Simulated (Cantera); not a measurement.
# Stirred combustor or abatement burner

A perfectly stirred reactor is fed with 40.3 % H2, 12.6 % O2, 47.1 % N2, equivalence ratio 1.6, at 7500 Torr; it is adiabatic with a 750 K inlet, and is followed from long to short residence time, starting on the burning branch (τ in s: 0.47, 0.17, 0.065, 0.024, 0.0089, 0.0033, 0.0012, 0.00045, 0.00017, 6.2e-05, 2.3e-05).

Model: the H2/O2 subset of GRI-Mech 3.0, which has no nitrogen chemistry, integrated in Cantera. The hydrogen kinetics of GRI-Mech 3.0 are dated; newer H2 mechanisms differ, most at raised pressure.

```csv
τ (s),T (K),x H2,x O2,x H2O2,x OH,x HO2,x O
0.47,2560,0.171,1.78e-5,3.03e-8,0.00158,4.39e-8,2.58e-5
0.17,2560,0.171,1.84e-5,3.05e-8,0.00158,4.44e-8,2.59e-5
0.065,2560,0.171,1.98e-5,3.09e-8,0.00159,4.57e-8,2.61e-5
0.024,2560,0.171,2.36e-5,3.22e-8,0.00161,4.93e-8,2.67e-5
0.0089,2558,0.171,3.36e-5,3.56e-8,0.00165,5.89e-8,2.84e-5
0.0033,2555,0.171,5.85e-5,4.45e-8,0.00177,8.52e-8,3.27e-5
0.0012,2548,0.171,0.000117,6.74e-8,0.00205,1.60e-7,4.47e-5
0.00045,2533,0.171,0.000233,1.19e-7,0.00261,3.66e-7,7.46e-5
0.00017,2506,0.170,0.000451,2.24e-7,0.00357,9.28e-7,0.000147
6.2e-5,2460,0.168,0.000884,4.10e-7,0.00504,2.42e-6,0.000319
2.3e-5,2390,0.166,0.00171,6.76e-7,0.00687,5.80e-6,0.000678
```
x: mole fraction; the columns are a selection and need not sum to one.
